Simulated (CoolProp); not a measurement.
Vapour-liquid equilibrium of dimethyl ether (1) + methanol (2) at 0.048 MPa; x and y are mole fractions of (1).

Model: multi-fluid Helmholtz-energy mixture model, Wu 2011 and de Reuck 1993; pair parameters Bell 2016, in CoolProp.

Problem. Give the bubble temperature and the first vapour's composition at x = 0.275, 0.575, 0.725. Is there an azeotrope?

Solution. x = 0.275: -26.5 °C, y = 0.989; x = 0.575: -34.4 °C, y = 0.994; x = 0.725: -36.4 °C, y = 0.996. No azeotrope shows between x = 0.05 and 0.95.

Pair parameters are fitted to limited data, so mixtures are less certain than the pure fluids. With so large a gap from Raoult's law the liquid may split in two, which this calculation doesn't test in full.
